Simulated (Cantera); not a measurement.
Predominance diagram of Ta at 1675 K against the partial pressures of O2 and CO (log10, bar). Source: NASA polynomial tables (part measured, part estimated), evaluated in Cantera. Candidates: Ta(s), TaC(s), Ta2O5(s). Only these pure phases compete in this equilibrium. TaC: taken at fixed stoichiometry. Not in the tables: Ta2C.

Q: Which phase is stable at these pairs, and which metal-bearing vapour leads over it? (-7.1, -6); (-11.4, -8.4); (-11.4, -12); (-2.9, -3.6); (-18.6, -2.4); (-20, -10.8); (-1.4, -6)

A: 
| log p(O2) | log p(CO) | phase | chief vapour | log p (bar) |
|---|---|---|---|---|
| -7.1 | -6 | Ta2O5(s) | TaO2 | -11.3 |
| -11.4 | -8.4 | Ta2O5(s) | TaO2 | -10.2 |
| -11.4 | -12 | Ta2O5(s) | TaO2 | -10.2 |
| -2.9 | -3.6 | Ta2O5(s) | TaO2 | -12.4 |
| -18.6 | -2.4 | TaC(s) | TaO | -13.8 |
| -20 | -10.8 | Ta(s) | TaO | -11.3 |
| -1.4 | -6 | Ta2O5(s) | TaO2 | -12.7 |
